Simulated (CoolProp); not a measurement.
The numbers come from the reference Helmholtz-energy equation of state, Lemmon 2006 in CoolProp. It is a short technical equation, of lower accuracy than the large ones.

**Question.** For acetone, give the phase and the cp (kJ/(kg K)), speed of sound (m/s) at 167.25 °C and 0.0371 MPa; 167.25 °C and 0.209 MPa; 167.25 °C and 1.17 MPa.

**Answer.** 
- 167.25 °C and 0.0371 MPa: gas; cp 1.71, speed of sound 261
- 167.25 °C and 0.209 MPa: gas; cp 1.76, speed of sound 256
- 167.25 °C and 1.17 MPa: gas; cp 2.20, speed of sound 221
